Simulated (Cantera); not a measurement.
What does this Cantera script print?

```python
import numpy as np
import cantera as ct

gas = ct.Solution("gri30.yaml")
gas.TPX = 525, 21000, {'CH4': 1, 'C2H6': 0.082, 'C3H8': 1, 'O2': 8.38, 'N2': 31.5, 'H2O': 1.7}
flame = ct.FreeFlame(gas, width=0.12)
flame.set_refine_criteria(ratio=3, slope=0.08, curve=0.16)
flame.transport_model = "mixture-averaged"
flame.solve(loglevel=0, auto=True)
z, T = flame.grid, flame.T
thick = (T[-1] - T[0]) / np.gradient(T, z).max()
show = ['CH4', 'C2H6', 'C3H8', 'NO', 'H2O2', 'HCN']
print(f"laminar burning velocity  {flame.velocity[0] * 100:.3f} cm/s")
print(f"burnt temperature         {T[-1]:.1f} K")
print(f"thermal thickness         {thick * 1e3:.4f} mm")
print(f"grid points               {len(z)}")
z0 = z[flame.heat_release_rate.argmax()]
print(f"{'z/mm':>9s}{'T/K':>9s}{'u/(m/s)':>9s}" + "".join(f"{s:>11s}" for s in show))
rows = []
for k in (-3, -2, -1.5, -1, -0.5, -0.25, 0, 0.25, 0.5, 1, 2, 4, 8):
    zz = z0 + k * thick
    rows.append([k * thick, np.interp(zz, z, T), np.interp(zz, z, flame.velocity),
                 *(np.interp(zz, z, flame.X[gas.species_index(s)]) for s in show)])
    print(f"{rows[-1][0] * 1e3:9.3f}{rows[-1][1]:9.1f}{rows[-1][2]:9.3f}" + "".join(f"{x:11.3e}" for x in rows[-1][3:]))
```

It prints:

```
laminar burning velocity  129.978 cm/s
burnt temperature         2186.4 K
thermal thickness         1.3454 mm
grid points               147
     z/mm      T/K  u/(m/s)        CH4       C2H6       C3H8         NO       H2O2        HCN
   -4.036    525.1    1.301  2.289e-02  1.877e-03  2.289e-02  3.160e-11  3.283e-09  4.016e-12
   -2.691    525.7    1.304  2.284e-02  1.875e-03  2.286e-02  4.319e-10  4.394e-08  7.235e-11
   -2.018    528.6    1.314  2.276e-02  1.873e-03  2.282e-02  2.327e-09  2.220e-07  4.818e-10
   -1.345    554.3    1.384  2.231e-02  1.886e-03  2.261e-02  2.246e-08  1.422e-06  6.301e-09
   -0.673    810.6    2.063  1.889e-02  2.347e-03  1.824e-02  3.218e-07  5.093e-06  1.290e-07
   -0.336   1170.9    3.048  1.297e-02  1.915e-03  7.364e-03  9.365e-07  7.197e-06  4.385e-07
    0.000   1542.9    4.089  4.578e-03  2.152e-04  3.509e-04  2.219e-06  1.721e-06  1.028e-06
    0.336   1703.9    4.530  6.114e-04  1.826e-06  7.977e-07  3.993e-06  2.430e-07  1.059e-06
    0.673   1743.2    4.624  4.305e-05  3.435e-09  2.845e-10  5.288e-06  1.844e-07  5.288e-07
    1.345   1777.6    4.689  1.617e-07  3.451e-14  1.998e-16  6.715e-06  1.696e-07  8.329e-08
    2.691   1821.0    4.778  4.512e-11  3.106e-19  5.917e-23  8.650e-06  1.416e-07  3.266e-09
    5.382   1878.4    4.907  5.838e-16  6.615e-25  3.149e-30  1.202e-05  1.088e-07  1.435e-11
   10.763   1949.9    5.069  5.984e-18 -1.219e-29  6.129e-41  1.812e-05  7.843e-08  2.189e-13
```

Computed with Cantera and GRI-Mech 3.0 (53 species, 325 reactions). GRI-Mech 3.0 was tuned for natural gas; its chemistry of propane as a main component is partial and can be far from experiment. Burning velocities carry a grid error of a few per cent, more on coarse grids.
